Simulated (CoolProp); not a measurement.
Vapour-liquid equilibrium of R1234yf (1) + R134a (2) at 0.0338 bar; x and y are mole fractions of (1).

Values from CoolProp's multi-fluid Helmholtz-energy mixture model, Lemmon 2022 and Tillner-Roth 1994; pair parameters Bell 2022.

| x | bubble temperature (°C) | y at the bubble point | dew temperature at overall composition x (°C) | liquid density (mol/L) |
|---|---|---|---|---|
| 0.05 | ___ | 0.104 | -81.3 | 14.86 |
| 0.2 | -83.3 | 0.328 | ___ | 14.41 |
| 0.35 | -84.3 | 0.481 | ___ | 13.98 |
| 0.5 | ___ | 0.603 | -84.4 | ___ |
| 0.65 | -85.5 | 0.713 | -85.2 | ___ |
| 0.8 | -85.8 | ___ | -85.8 | 12.83 |
| 0.95 | -86.0 | 0.952 | -86.0 | 12.49 |

Some entries are withheld; supply them.


- 0.05, bubble temperature (°C): -81.7
- 0.2, dew temperature at overall composition x (°C): -82.4
- 0.35, dew temperature at overall composition x (°C): -83.4
- 0.5, bubble temperature (°C): -85.0
- 0.5, liquid density (mol/L): 13.57
- 0.65, liquid density (mol/L): 13.19
- 0.8, y at the bubble point: 0.825

No azeotrope shows between x = 0.05 and 0.95.

The pair parameters rest on a limited set of measurements; away from them the model extrapolates.
